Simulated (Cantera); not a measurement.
Input (Python, Cantera) and output of one run.

```python
import numpy as np
import cantera as ct

gas_names = """
    H HNO HNO2 HNO3 HO2 H2 H2O H2O2 N NH NH2 NH3 NH2OH NO NO2 NO3 N2 N2H2 N2H4 N2O O OH O2 O3 Si SiH
    SiH2 SiH3 SiH4 SiN SiO SiO2 Si2 Si2N Si3
""".split()
cond_names = """
    H2O(s) H2O(L) Si(cr) Si(L) SiO2(Lqz) SiO2(hqz) SiO2(L) Si2N2O(s) Si3N4(a)
""".split()


def load(file, names, dense=False):
    # The tables refer to 1 bar. Condensed volumes are neglected.
    table = {s.name: s for s in ct.Species.list_from_file(file)}
    out = []
    for n in names:
        d = dict(table[n].input_data)
        d["thermo"] = dict(d["thermo"], **{"reference-pressure": 1e5})
        if dense:
            d["equation-of-state"] = {"model": "constant-volume", "density": "1e6 g/cm^3"}
        out.append(ct.Species.from_dict(d))
    return out


gas = ct.Solution(thermo="ideal-gas", species=load("nasa_gas.yaml", gas_names))
cond = {s.name: ct.Solution(thermo="fixed-stoichiometry", species=[s], name=s.name)
        for s in load("nasa_condensed.yaml", cond_names, dense=True)}
atoms = {
    'Si3N4': {'Si': 3, 'N': 4},
    'O2': {'O': 2},
    'H2': {'H': 2},
}
top_T = {'Si2N2O(s)': 2100, 'Si3N4(a)': 2400}  # K; cautious upper limits of use, not melting points


def equilibrate(T, P, feed):
    n = {}
    for name, mol in feed.items():
        for a, k in atoms[name].items():
            n[a] = n.get(a, 0.0) + k * mol
    gas.TPX = T, P, n
    mass = sum(n.values()) * gas.mean_molecular_weight
    gas.equilibrate("TP")
    valid = [c for c in cond.values() if c.min_temp <= T <= top_T.get(c.name, c.max_temp)]
    mix = ct.Mixture([(gas, mass / gas.mean_molecular_weight)] + [(c, 0.0) for c in valid])
    mix.T, mix.P = T, P
    mix.equilibrate("TP", solver="vcs", rtol=1e-11, max_steps=5000)
    return mix


results = []
feed = {'Si3N4': 1, 'O2': 0.013, 'H2': 380}  # mol
P = 860  # Pa
for T in [1498, 1573, 1648, 1723, 1798, 1873, 1948, 2023]:
    mix = equilibrate(T, P, feed)
    results.append((T, P, feed, dict(zip(mix.species_names, mix.species_moles))))
    x = sorted(zip(gas.X, gas.species_names), reverse=True)
    print(f"T = {T:g} K  P = {P:g} Pa  gas = {mix.phase_moles(0):.4g} mol")
    print("   x: " + "  ".join(f"{s} {v:.3e}" for v, s in x if v > 0.0001))
    print("   condensed (mol): " + ("  ".join(f"{mix.phase(i).name} {mix.phase_moles(i):.4g}"
          for i in range(1, mix.n_phases) if mix.phase_moles(i) > 1e-12) or "none"))
```

It prints:

```
T = 1498 K  P = 860 Pa  gas = 382.1 mol
   x: H2 9.945e-01  N2 5.235e-03  H 1.848e-04
   condensed (mol): Si(cr) 2.973
T = 1573 K  P = 860 Pa  gas = 382.1 mol
   x: H2 9.942e-01  N2 5.234e-03  H 4.372e-04
   condensed (mol): Si(cr) 2.97
T = 1648 K  P = 860 Pa  gas = 382.2 mol
   x: H2 9.937e-01  N2 5.232e-03  H 9.572e-04
   condensed (mol): Si(cr) 2.957
T = 1723 K  P = 860 Pa  gas = 382.4 mol
   x: H2 9.926e-01  N2 5.229e-03  H 1.959e-03  Si 1.143e-04
   condensed (mol): Si(L) 2.917
T = 1798 K  P = 860 Pa  gas = 382.9 mol
   x: H2 9.905e-01  N2 5.222e-03  H 3.779e-03  Si 3.587e-04
   condensed (mol): Si(L) 2.807
T = 1873 K  P = 860 Pa  gas = 383.8 mol
   x: H2 9.866e-01  H 6.913e-03  N2 5.208e-03  Si 1.025e-03
   condensed (mol): Si(L) 2.516
T = 1948 K  P = 860 Pa  gas = 385.4 mol
   x: H2 9.797e-01  H 1.206e-02  N2 5.182e-03  Si 2.701e-03  SiH 1.906e-04
   condensed (mol): Si(L) 1.797
T = 2023 K  P = 860 Pa  gas = 388.6 mol
   x: H2 9.674e-01  H 2.014e-02  Si 6.616e-03  N2 5.134e-03  SiH 3.881e-04  SiH2 1.169e-04
   condensed (mol): Si(L) 0.1174
```

Method: chemical equilibrium by Gibbs-energy minimisation in Cantera with the NASA 1993 tables (ideal gas, pure condensed phases). The tables' values for SiN are old estimates; treat these amounts as uncertain. Gases not in the tables: Si2H6 and higher silanes.
